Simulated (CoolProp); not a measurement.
Computed with CoolProp (reference Helmholtz-energy equation of state, Thol 2019).

**Question.** Give the vapour pressure (MPa), liquid cp (kJ/(kg K)), surface tension (mN/m), liquid viscosity (µPa s) of saturated n-hexane at 123.65, 140.65 °C.

**Answer.** 
```tsv
T (°C)	p (MPa)	liquid cp (kJ/(kg K))	surface tension (mN/m)	liquid viscosity (µPa s)
123.65	0.434	2.77	8.16	128
140.65	0.625	2.88	6.64	112
```

Viscosity comes from a separate model (Michailidou 2013). Surface tension comes from a separate correlation (Mulero 2012).
